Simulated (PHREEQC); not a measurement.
Dissolve 0.0029 mol/kgw ZnSO4, 0.068 mol/kgw HCl and 0.009 mol/kgw TMAH at 55 °C. Closed to the air; pH follows from the charge balance.

The numbers come from PHREEQC with the ion-association model, phreeqc.dat.

```yaml
pH: 1.33
ionic_strength: 0.0735 mol/kgw
density: 0.988 g/cm³
total_alkalinity: -59.0 meq/kg
```

```
species     molality  activity   log γ
----------  --------  --------  ------
Cl-           0.0674    0.0524  -0.109
H+            0.0566    0.0470  -0.081
(CH3)4N+     0.00900   0.00703  -0.108
HSO4-        0.00235   0.00185  -0.103
Zn+2         0.00228  0.000901  -0.403
ZnCl+       0.000542  0.000423  -0.108
SO4-2       0.000500  0.000196  -0.406
ZnSO4        5.03e-5   5.11e-5   0.007
ZnCl2        2.55e-5   2.59e-5   0.007
ZnCl3-       2.30e-6   1.79e-6  -0.108
Zn(SO4)2-2   1.71e-7   6.61e-8  -0.413
ZnCl4-2      1.48e-7   5.85e-8  -0.403
```

This is a speciation only: nothing precipitates in the calculation. Species that the database lacks are ignored. (CH3)4N+ isn't in the database: it is added as a free cation with an ion size of 4 Å. At this temperature some constants are extrapolated from 25 °C, and those without enthalpy data are left unchanged.
